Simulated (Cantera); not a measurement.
What does this Cantera script print?

```python
import numpy as np
import cantera as ct

gas_names = """
    F F2 H HF H2 H2F2 H3F3 H4F4 H5F5 H6F6 H7F7 N NF NF2 NF3 NH NH2 NH3 N2 N2H2 N2H4 Si SiF SiF2 SiF3
    SiF4 SiH SiHF3 SiH2 SiH2F2 SiH3 SiH3F SiH4 SiN Si2 Si2N Si3
""".split()
cond_names = """
    Si(cr) Si(L) Si3N4(a)
""".split()


# ... load() reads the species with a 1 bar reference pressure and builds the phases ...
atoms = {
    'Si3N4': {'Si': 3, 'N': 4},
    'NF3': {'N': 1, 'F': 3},
    'H2': {'H': 2},
}
top_T = {'Si3N4(a)': 2400}  # K; cautious upper limits of use, not melting points


# ... equilibrate(T, P, feed) seeds the gas with the atoms and calls Mixture.equilibrate('TP', solver="vcs", rtol=1e-11, max_steps=5000) ...
results = []
T = 1125  # K
P = 8.6  # Pa
for m in [3.5, 4.6, 6.2, 8.2, 11, 15, 19, 26, 34]:
    feed = {'Si3N4': 1, 'NF3': 0.57, 'H2': m}  # mol
    mix = equilibrate(T, P, feed)
    results.append((T, P, feed, dict(zip(mix.species_names, mix.species_moles))))

top = {s: max(r[3][s] / sum(r[3][g] for g in gas_names) for r in results) for s in gas_names}
cols = sorted((s for s in top if top[s] > 1e-06), key=lambda s: -top[s])[:7]
seen = [c for c in cond_names if any(r[3].get(c, 0) > 1e-12 for r in results)]
print("log10 of partial pressures in bar; condensed amounts in mol")
print(f"{'n(H2)':>10s}" + "".join(f"{s[:9]:>10s}" for s in cols + seen))
for T, P, feed, n in results:
    ng = sum(n[g] for g in gas_names)
    print(f"{feed['H2']:10.4g}" + "".join(f"{np.log10(max(n[s] / ng * P / 1e5, 1e-99)):10.3f}" for s in cols)
          + "".join(f"{n.get(c, 0):10.4g}" for c in seen))
```

Result:

```
log10 of partial pressures in bar; condensed amounts in mol
     n(H2)        H2        N2      SiF4        HF      SiF3     SiHF3      SiF2  Si3N4(a)
       3.5    -4.176    -4.963    -5.097    -6.673    -6.916    -7.476    -8.599    0.8577
       4.6    -4.152    -5.058    -5.193    -6.701    -6.972    -7.521    -8.616    0.8578
       6.2    -4.131    -5.168    -5.304    -6.736    -7.037    -7.575    -8.634    0.8579
       8.2    -4.116    -5.274    -5.412    -6.774    -7.100    -7.631    -8.653     0.858
        11    -4.104    -5.390    -5.529    -6.816    -7.169    -7.693    -8.673    0.8582
        15    -4.094    -5.515    -5.656    -6.864    -7.243    -7.763    -8.695    0.8584
        19    -4.088    -5.612    -5.755    -6.902    -7.301    -7.818    -8.712    0.8586
        26    -4.082    -5.743    -5.889    -6.954    -7.380    -7.893    -8.735    0.8589
        34    -4.078    -5.856    -6.005    -7.000    -7.448    -7.960    -8.755    0.8592
```

These are equilibrium values from Cantera (NASA tables, ideal gas, pure condensed phases), not measurements of a reactor. The tables' values for SiF3, SiF2 are old estimates; treat these amounts as uncertain.
